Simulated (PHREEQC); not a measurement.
Buffer: an equilibrium model

Solution (25 °C): 0.042 mol NaHCO3, 0.001 mol NaF and 0.013 mol KCl per kg of water. Closed to the air; pH follows from the charge balance.

Model: ion-association model, phreeqc.dat, run in PHREEQC.

Each row changes one thing in this solution. This is a speciation only: nothing precipitates in the calculation.

```csv
case,pH,ionic strength (mol/kgw),NaF (mol/kgw),HF (mol/kgw)
as made,8.10,0.0556,1.55e-5,9.29e-9
diluted 10-fold with water,8.25,0.00563,2.10e-7,7.73e-10
temperature from 25 to 60 °C,?,0.0553,1.50e-5,3.42e-8
0.034 mol/kgw TMAH added,10.52,?,1.18e-5,3.32e-11
NaHCO3 left out,7.16,0.0140,4.51e-7,9.06e-8
KCl left out,8.11,0.0426,1.62e-5,9.27e-9
KCl from 0.013 to 0.065 mol/kgw,8.07,?,1.38e-5,?
```

Q: What belongs in the gaps?

A: 
- temperature from 25 to 60 °C, pH: 7.82
- 0.034 mol/kgw TMAH added, ionic strength (mol/kgw): 0.110
- KCl from 0.013 to 0.065 mol/kgw, ionic strength (mol/kgw): 0.108
- KCl from 0.013 to 0.065 mol/kgw, HF (mol/kgw): 9.35e-9

Species that the database lacks are ignored. (CH3)4N+ isn't in the database: it is added as a free cation with an ion size of 4 Å. At this temperature some constants are extrapolated from 25 °C, and those without enthalpy data are left unchanged.
